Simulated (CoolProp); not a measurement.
Vapour-liquid equilibrium of R143a (1) + R134a (2) at 14.35 °C; x and y are mole fractions of (1).

Model: multi-fluid Helmholtz-energy mixture model, Lemmon and Jacobsen 2000 and Tillner-Roth 1994; pair parameters Lemmon 2004, in CoolProp.

| x | bubble pressure (MPa) | y at the bubble point | dew pressure at overall composition x (MPa) | liquid density (mol/L) |
|---|---|---|---|---|
| 0.05 | 0.5005 | 0.086 | 0.4909 | 12.18 |
| 0.2 | … | 0.308 | … | 12.11 |
| 0.35 | 0.6360 | … | 0.5827 | 12.02 |
| 0.5 | 0.7053 | 0.635 | 0.6418 | 11.93 |
| 0.65 | 0.7758 | 0.762 | 0.7130 | 11.84 |
| 0.8 | 0.8477 | … | … | 11.73 |
| 0.95 | 0.9214 | 0.970 | … | 11.62 |

**Question.** What belongs in the gaps?

**Answer.** 
- 0.2, bubble pressure (MPa): 0.5677
- 0.2, dew pressure at overall composition x (MPa): 0.5330
- 0.35, y at the bubble point: 0.486
- 0.8, y at the bubble point: 0.872
- 0.8, dew pressure at overall composition x (MPa): 0.7996
- 0.95, dew pressure at overall composition x (MPa): 0.9058

No azeotrope shows between x = 0.05 and 0.95.

Pair parameters are fitted to limited data, so mixtures are less certain than the pure fluids.
